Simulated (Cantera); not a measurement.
A closed system holds: 1 mol Nb, 1.4 mol H₂O, at 2227 °C and 2.10 Pa.

Equilibrium computed with Cantera from the NASA thermochemical tables; the gas is ideal and each condensed phase is pure. Candidate condensed phases: H₂O, Nb, NbO, NbO₂, Nb₂O₅; 12 gas species. Kinetics and transport are ignored.

### Question
What is the equilibrium state?

### Answer
- x(H): 0.711
- x(NbO): 0.166
- x(NbO₂): 0.0999
- x(H₂): 0.0168
- x(O): 0.00636
- x(OH): 0.000228
- x(Nb): 0.000205
- x(H₂O): 2.60e-5
- x(O₂): 4.05e-6
- gas amount: 3.761 mol
- log10 activity of Nb(s) (absent): -0.91
- log10 activity of NbO₂(l) (absent): -2.85
